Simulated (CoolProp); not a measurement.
Vapour-liquid equilibrium of isohexane (1) + benzene (2) at 415.7 K; x and y are mole fractions of (1).

Model: multi-fluid Helmholtz-energy mixture model, Lemmon 2006 and Thol 2012; pair parameters Bell 2016, in CoolProp.

```json
[
 {"x": "0.05", "bubble pressure (bar)": "5.310", "y at the bubble point": "0.099", "dew pressure at overall composition x (bar)": "5.148", "liquid density (mol/L)": "9.220"},
 {"x": "0.2", "bubble pressure (bar)": "6.050", "y at the bubble point": "0.309", "dew pressure at overall composition x (bar)": "5.658", "liquid density (mol/L)": "8.552"},
 {"x": "0.35", "bubble pressure (bar)": "6.576", "y at the bubble point": "0.457", "dew pressure at overall composition x (bar)": "6.198", "liquid density (mol/L)": "7.960"},
 {"x": "0.5", "bubble pressure (bar)": "6.978", "y at the bubble point": "0.584", "dew pressure at overall composition x (bar)": "6.719", "liquid density (mol/L)": "7.433"},
 {"x": "0.65", "bubble pressure (bar)": "7.298", "y at the bubble point": "0.704", "dew pressure at overall composition x (bar)": "7.163", "liquid density (mol/L)": "6.964"},
 {"x": "0.8", "bubble pressure (bar)": "7.558", "y at the bubble point": "0.827", "dew pressure at overall composition x (bar)": "7.505", "liquid density (mol/L)": "6.543"},
 {"x": "0.95", "bubble pressure (bar)": "7.769", "y at the bubble point": "0.956", "dew pressure at overall composition x (bar)": "7.760", "liquid density (mol/L)": "6.163"}
]
```

No azeotrope shows between x = 0.05 and 0.95.

The pair parameters rest on a limited set of measurements; away from them the model extrapolates.
